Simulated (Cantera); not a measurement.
An isothermal, constant-pressure homogeneous reactor starts with 75.8 % N2O, 24.2 % H2O, at 1325 K and 13300 Pa.

Model: GRI-Mech 3.0 (53 species, 325 reactions), integrated in Cantera. GRI-Mech 3.0 was tuned for natural gas; its chemistry of N2O as a main component is partial and can be far from experiment. The mechanism lacks the step 2 NO + O2 → 2 NO2, which can matter for NO2 below about 1400 K. The temperature is held fixed by assumption; the heat of reaction is taken as removed at once.

One state of this run: x N2O = 0.151; x H2O = 0.189; x O = 1.14e-5; x NO2 = 0.000329; x NO = 0.0474; x N2 = 0.416. x: mole fraction; the columns are a selection and need not sum to one.

Which value of t (s) does it belong to?
A) 0.0155
B) 0.249
C) 0.000241
D) 0.998

D, 0.998
